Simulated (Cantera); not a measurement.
Input: 1 mol H2S, 0.19 mol SO2, 0.077 mol O2, at 6500 Pa.

Cantera equilibrium calculation (NASA polynomials, part measured and part estimated; ideal gas, pure solids and liquids). Candidate condensed phases: H2O, H2SO4, S; 19 gas species. Rates play no part. All values below are at 2100 K.

Base state: H2 0.357, S2 0.288, H2O 0.206, SO 0.0388, SO2 0.0376, SH 0.0283, H2S 0.0223, S 0.0125 (mole fractions); condensed: gas only.

What changes in the equilibrium state with this change: O2 from 0.077 to 0.44 mol?


```tsv
species	before	after
H2O	0.206	0.301
H2	0.357	0.228
S2	0.288	0.190
SO2	0.0376	0.160
H2S	0.0223	0.0115
SO	0.0388	0.0721
SH	0.0283	0.0184
S	0.0125	0.0102
O	7.31e-6	1.67e-5
OH	0.000502	0.000916
S2O	0.00175	0.00264
H	0.00730	0.00583
```
